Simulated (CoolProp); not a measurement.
Vapour-liquid equilibrium of n-pentane (1) + cyclohexane (2) at 355.1 K; x and y are mole fractions of (1).

Computed with CoolProp (multi-fluid Helmholtz-energy mixture model, Thol 2019 and Zhou 2014; pair parameters Bell 2016).

```csv
x,"bubble pressure, mixture model (bar)","bubble pressure, Raoult's law (bar)","y, mixture model","y, Raoult's law"
0.05,1.212,1.192,0.170,0.162
0.2,1.668,1.615,0.479,0.479
0.35,2.093,2.037,0.652,0.664
0.5,2.502,2.459,0.768,0.786
0.65,2.905,2.881,0.854,0.872
0.8,3.310,3.304,0.923,0.936
0.95,3.725,3.726,0.982,0.986
```

The largest gap from Raoult's law is +3.3 % in bubble pressure, at x = 0.2. No azeotrope shows between x = 0.05 and 0.95.

The pair parameters rest on a limited set of measurements; away from them the model extrapolates.
